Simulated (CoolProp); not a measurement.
Properties of propylene glycol along the isotherm 564.3 K.

Values from CoolProp's reference Helmholtz-energy equation of state, Eisenbach 2021.

```tsv
p (MPa)	phase	density (kg/m³)	expansivity (1/kK)
0.28	gas	4.661	1.961
0.561	gas	9.609	2.187
0.841	gas	14.86	2.462
1.12	gas	20.49	2.806
1.4	liquid	767.8	2.011
1.68	liquid	768.5	1.998
1.96	liquid	769.3	1.985
2.24	liquid	770.0	1.973
2.52	liquid	770.7	1.960
2.8	liquid	771.4	1.948
3.08	liquid	772.1	1.936
3.37	liquid	772.8	1.924
3.65	liquid	773.5	1.913
```
